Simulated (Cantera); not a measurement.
An isothermal, constant-pressure homogeneous reactor starts with H2 : O2 = 0.091 : 1 (molar parts), at 1350 K and 1.20 Torr.

Detailed kinetics in Cantera: the H2/O2 subset of GRI-Mech 3.0, which has no nitrogen chemistry. Radical loss at walls, strong at low pressure, is not modelled. The temperature is held fixed by assumption; the heat of reaction is taken as removed at once.

Q: Predict: x(H2) at 300 s; x(O2) at 300 s; x(OH) at 300 s; x(HO2) at 300 s; x(O) at 300 s.

A: 
```
Property                                             Value
---------------  -----------------------------------------
x(H2) at 300 s     9.45e-7 (gas-phase equilibrium 4.68e-7)
x(O2) at 300 s         0.913 (gas-phase equilibrium 0.913)
x(OH) at 300 s   0.000176 (gas-phase equilibrium 0.000124)
x(HO2) at 300 s    2.51e-8 (gas-phase equilibrium 3.32e-8)
x(O) at 300 s      2.05e-5 (gas-phase equilibrium 1.01e-5)
```
